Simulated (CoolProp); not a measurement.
Normal hydrogen along the isotherm 35 K: fugacity coefficient from the reference equation and from simpler models built on Tc = 33.1 K, pc = 1.296 MPa, ω = -0.219; each cubic takes its own stable root.

Values from CoolProp's reference Helmholtz-energy equation of state, Leachman 2009.

```tsv
p (MPa)	phase	reference	Soave-Redlich-Kwong	Peng-Robinson
0.041	gas	0.9911	0.9906	0.9894
0.0602	gas	0.9870	0.9862	0.9845
0.0883	gas	0.9809	0.9797	0.9773
0.13	gas	0.9720	0.9702	0.9666
0.19	gas	0.9591	0.9566	0.9515
0.279	gas	0.9401	0.9366	0.9292
0.41	gas	0.9123	0.9073	0.8969
0.602	gas	0.8719	0.8650	0.8506
0.883	gas	0.8130	0.8038	0.7846
1.3	supercritical	0.7248	0.7133	0.6890
1.9	supercritical	0.5860	0.5771	0.5510
2.79	supercritical	0.4536	0.4501	0.4243
4.1	supercritical	0.3640	0.3625	0.3362
6.02	supercritical	0.3094	0.3080	0.2793
8.83	supercritical	0.2851	0.2820	0.2483
13	supercritical	0.2941	0.2870	0.2426
```
